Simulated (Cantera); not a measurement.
A closed system holds: 1 mol PbO, 2.6 mol CO, 1.9 mol H₂, at 24.0 mbar.

Method: chemical equilibrium by Gibbs-energy minimisation in Cantera with the NASA 1993 tables (ideal gas, pure condensed phases). Candidate condensed phases: C, C₆H₆, C₇H₈, C₈H₁₈, H₂O, Pb, PbO, PbO₂, Pb₃O₄; 113 gas species. Equilibrium is a limit: real reactors are often held back by kinetics, nucleation or transport.

Q: Which condensed phases are stable at each of these points (T (K)): 1073, 1123, 1173, 1223, 1273, 1323, 1373, 1423?

A: 
```csv
T (K),condensed phases,Pb condensed (%)
1073,Pb(l),98.6
1123,Pb(l),96.5
1173,Pb(l),92.0
1223,Pb(l),82.3
1273,Pb(l),62.7
1323,Pb(l),22.7
1373,gas only,0.0
1423,gas only,0.0
```

From 1073 K to 1323 K the condensed part is Pb(l). From 1373 K to 1423 K nothing is condensed.
